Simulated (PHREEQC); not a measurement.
## Brine: speciation

Solution (15 °C): 4 mol LiBr, 0.24 mol SrCl2 and 0.00035 mol H4SiO4 per kg of water. Closed to the air; pH follows from the charge balance.

The numbers come from PHREEQC with the Pitzer model, pitzer.dat.

- pH = 5.49
- ionic strength = 4.72 mol/kgw
- activity of water = 0.771
- density = 1.248 g/cm³
- osmotic coefficient = 1.656

```
species  molality  activity   log γ
-------  --------  --------  ------
Br-          4.00      2.84  -0.148
Li+          4.00      27.3   0.834
Cl-         0.480     0.274  -0.243
Sr+2        0.240      1.28   0.727
H4SiO4   0.000350   0.00106   0.480
H+        3.42e-7   3.24e-6   0.977
H3SiO4-   3.27e-7   3.31e-8  -0.994
OH-       1.49e-8   1.08e-9  -1.141
```

Precipitation was switched off in this run. Species that the database lacks are ignored. In brines, pH and single-ion activities rest on the MacInnes convention.
